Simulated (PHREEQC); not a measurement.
1 kg of water holding 0.29 mol NaHCO3 meets 20 L of dry gas (N2 0.18, O2 0.82 by moles) at fixed total pressure, at 100 °C; fugacities by Peng-Robinson. The gases take part in no redox reaction, some water evaporates into the gas, and hydrates or a liquid gas phase aren't modelled. Precipitation was switched off in this run.

Computed with PHREEQC (ion-association model, phreeqc.dat).

Predict dissolved N2 (mol/kgw), dissolved O2 (mol/kgw) at P (atm) = 75, 100, 200.


| P (atm) | dissolved N2 (mol/kgw) | dissolved O2 (mol/kgw) |
|---|---|---|
| 75 | 0.00540 | 0.0395 |
| 100 | 0.00708 | 0.0512 |
| 200 | 0.0133 | 0.0916 |

At this temperature some constants are extrapolated from 25 °C, and those without enthalpy data are left unchanged.
